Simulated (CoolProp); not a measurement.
Vapour-liquid equilibrium of ethane (1) + CHF3 (R23) (2) at -23.65 °C; x and y are mole fractions of (1).

Computed with CoolProp (multi-fluid Helmholtz-energy mixture model, Bücker 2006 and Penoncello 2003; pair parameters Bell 2016).

```csv
x,"bubble pressure, mixture model (MPa)","bubble pressure, Raoult's law (MPa)","y, mixture model","y, Raoult's law"
0.05,1.444,1.245,0.148,0.052
0.125,1.650,1.248,0.276,0.128
0.2,1.775,1.251,0.350,0.205
0.275,1.850,1.254,0.400,0.281
0.35,1.894,1.257,0.438,0.357
0.425,1.917,1.260,0.470,0.433
0.5,1.924,1.263,0.500,0.508
0.575,1.917,1.266,0.531,0.583
0.65,1.893,1.269,0.566,0.657
0.725,1.846,1.271,0.608,0.731
0.8,1.769,1.274,0.663,0.805
0.875,1.646,1.277,0.741,0.878
0.95,1.457,1.280,0.866,0.951
```

The largest gap from Raoult's law is +52.3 % in bubble pressure, at x = 0.5. y crosses x between x = 0.5 and 0.575: the model has an azeotrope there.

The pair parameters rest on a limited set of measurements; away from them the model extrapolates. With so large a gap from Raoult's law the liquid may split in two, which this calculation doesn't test in full.
